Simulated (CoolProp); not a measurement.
Vapour-liquid equilibrium of isobutene (1) + n-butane (2) at 1370 kPa; x and y are mole fractions of (1).

Computed with CoolProp (multi-fluid Helmholtz-energy mixture model, Lemmon 2005 and Bücker 2006; pair parameters Bell 2016).

Question: Give the bubble temperature and the first vapour's composition at x = 0.05, 0.275, 0.8. Is there an azeotrope?

Answer: x = 0.05: 367.1 K, y = 0.058; x = 0.275: 364.6 K, y = 0.304; x = 0.8: 360.0 K, y = 0.818. No azeotrope shows between x = 0.05 and 0.95.

Pair parameters are fitted to limited data, so mixtures are less certain than the pure fluids.
